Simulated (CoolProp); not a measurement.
Vapour-liquid equilibrium of acetone (1) + cyclohexane (2) at 187.85 °C; x and y are mole fractions of (1).

Values from CoolProp's multi-fluid Helmholtz-energy mixture model, Lemmon 2006 and Zhou 2014; pair parameters Bell 2016.

| x | bubble pressure (kPa) | y at the bubble point | dew pressure at overall composition x (kPa) | liquid density (mol/L) |
|---|---|---|---|---|
| 0.05 | 1291 | 0.151 | 1161 | 7.103 |
| 0.15 | 1573 | 0.326 | 1289 | 7.180 |
| 0.25 | 1774 | 0.430 | 1441 | 7.271 |
| 0.35 | 1926 | 0.507 | 1618 | 7.383 |
| 0.45 | 2045 | 0.573 | 1814 | 7.527 |
| 0.55 | 2140 | 0.636 | 2005 | 7.716 |
| 0.65 | 2214 | 0.702 | 2158 | 7.961 |
| 0.75 | 2265 | 0.773 | 2251 | 8.274 |
| 0.85 | 2289 | 0.853 | 2288 | 8.662 |
| 0.95 | 2280 | 0.947 | 2280 | 9.129 |

y crosses x between x = 0.85 and 0.95: the model has an azeotrope there.

Pair parameters are fitted to limited data, so mixtures are less certain than the pure fluids.
